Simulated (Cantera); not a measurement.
Charge: 1 mol SiCl4, 9 mol O3, 160 mol N2, held at 1123.15 K and 0.0975 Torr.

Method: chemical equilibrium by Gibbs-energy minimisation in Cantera with the NASA 1993 tables (ideal gas, pure condensed phases). Candidate condensed phases: Si, SiO2, Si2N2O, Si3N4; 23 gas species. Rates play no part.

Base state: N2 0.911, O2 0.0711, Cl 0.0126, Cl2 0.00510, NO 6.54e-5 (mole fractions); condensed: SiO2(β-quartz).

What changes in the equilibrium state with this change: temperature from 1123.15 K to 1500 K?


```
species               before     after
-------------------  -------  --------
N2                     0.911     0.906
O2                    0.0711    0.0704
Cl                    0.0126    0.0226
Cl2                  0.00510   1.95e-5
O                    1.03e-7   9.44e-5
NO                   6.54e-5  0.000760
SiO2(β-quartz), mol     1.00     1.000
```
The tables hold silica as quartz up to 1696 K and as liquid above; real silica turns to tridymite and cristobalite and melts near 1996 K.

What changes in the equilibrium state with this change: pressure from 0.0975 Torr to 7.50 Torr?


```tsv
species	before	after
N2	0.911	0.916
O2	0.0711	0.0715
Cl2	0.00510	0.0104
Cl	0.0126	0.00205
NO	6.54e-5	6.57e-5
SiO2(β-quartz), mol	1.00	1.00
```

What changes in the equilibrium state with this change: O3 from 9 to 1.7 mol?


```csv
species,before,after
N2,0.911,0.972
Cl,0.0126,0.0131
O2,0.0711,0.00940
NO,6.54e-5,2.45e-5
Cl2,0.00510,0.00558
"SiO2(β-quartz), mol",1.00,1.00
```
